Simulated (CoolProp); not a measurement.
Vapour-liquid equilibrium of propylene (1) + R134a (2) at 327 K; x and y are mole fractions of (1).

The numbers come from the multi-fluid Helmholtz-energy mixture model, Lemmon 2013 and Tillner-Roth 1994; pair parameters Bell 2016 in CoolProp.

```
x      bubble pressure, mixture model (MPa)  bubble pressure, Raoult's law (MPa)  y, mixture model  y, Raoult's law
-----  ------------------------------------  -----------------------------------  ----------------  ---------------
0.05                                  1.578                                1.489                 ?            0.075
0.125                                 1.749                                1.547             0.223            0.180
0.2                                   1.895                                1.606             0.318            0.277
0.275                                 2.018                                1.664             0.395            0.368
0.35                                  2.121                                1.722                 ?            0.453
0.425                                 2.205                                1.781             0.519            0.532
0.5                                   2.271                                1.839             0.572            0.606
0.575                                 2.322                                1.897             0.625            0.675
0.65                                  2.356                                1.956             0.677            0.740
0.725                                 2.373                                2.014             0.731            0.802
0.8                                   2.370                                2.072             0.791            0.860
0.875                                 2.343                                2.131                 ?            0.915
0.95                                  2.286                                2.189             0.937            0.967
```

Problem. What belongs in the gaps?

Solution. 
- 0.05, y, mixture model: 0.102
- 0.35, y, mixture model: 0.460
- 0.875, y, mixture model: 0.858

The largest gap from Raoult's law is +23.8 % in bubble pressure, at x = 0.425. y crosses x between x = 0.725 and 0.8: the model has an azeotrope there.

Pair parameters are fitted to limited data, so mixtures are less certain than the pure fluids.
